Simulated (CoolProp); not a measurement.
Computed with CoolProp (reference Helmholtz-energy equation of state, Gao 2022).

**Question.** For n-perfluorobutane, give the phase and the cp (kJ/(kg K)), speed of sound (m/s) at 169.1 K and 0.203 MPa; 188.4 K and 0.203 MPa; 217.3 K and 0.203 MPa.

**Answer.** 
- 169.1 K and 0.203 MPa: liquid; cp 1.00, speed of sound 787
- 188.4 K and 0.203 MPa: liquid; cp 1.01, speed of sound 729
- 217.3 K and 0.203 MPa: liquid; cp 1.04, speed of sound 644
